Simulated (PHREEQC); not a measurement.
Na2SO4 is added in steps, without added water, to 1 kg of water holding 2.6 mmol/kgw CaSO4, 13 mmol/kgw NaF and 170 mmol/kgw KCl, at 20 °C. O2 is buffered at 0.21 atm. No CO2 enters from the air. Only these solids could form: Gypsum, Fluorite, Portlandite, Halite, Mirabilite.

Base run: PHREEQC, ion-association model, wateq4f.dat. Each further column changes one thing. The table gives pH.

```csv
Na2SO4 added (mol),base,Davies equation for every ion,database phreeqc.dat,metal-ligand complexes left out,all activity coefficients set to 1
0,7.49,7.51,7.48,7.49,7.63
0.01328,7.48,7.51,7.48,7.49,7.63
0.02922,7.48,7.51,7.48,7.49,7.64
0.0425,7.48,7.52,7.48,7.49,7.64
0.05578,7.48,7.52,7.48,7.49,7.65
0.07172,7.48,7.52,7.48,7.49,7.65
0.085,7.48,7.53,7.48,7.50,7.66
```

 phreeqc.dat and wateq4f.dat share most of their constants, so their agreement is no independent check. Solids allowed in the column 'database phreeqc.dat': Gypsum, Fluorite, Halite, Sylvite.
